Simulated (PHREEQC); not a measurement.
Solution (67 °C): 2.2 mmol/kgw H2SO4, 6.7 mmol/kgw K2SO4 and 11 mmol/kgw KH2PO4. Closed to the air; pH follows from the charge balance.

All values are PHREEQC results (ion-association model, wateq4f.dat), not measurements.

| quantity | before | after |
|---|---|---|
| pH | 2.96 | 2.85 |
| ionic strength (mol/kgw) | 0.0313 | 0.0325 |
| K+ (mol/kgw) | 0.0234 | 0.0236 |
| H2PO4- (mol/kgw) | 0.00908 | 0.00910 |
| SO4-2 (mol/kgw) | 0.00667 | 0.00726 |
| H3PO4 (mol/kgw) | 0.00191 | 0.00190 |

### Question
What was changed between the two runs?
(A) 0.00033 mol/kgw CO2 added
(B) temperature from 67 to 40 °C
(C) K2SO4 from 0.0067 to 0.00067 mol/kgw
(D) KH2PO4 from 0.011 to 0.0022 mol/kgw

### Answer
B, temperature from 67 to 40 °C

Precipitation was switched off in this run. H3PO4, which wateq4f.dat lacks, is added to it with the constant of phreeqc.dat. Away from 25 °C the constants follow the database's enthalpies or fits; those with neither stay at their 25 °C values.
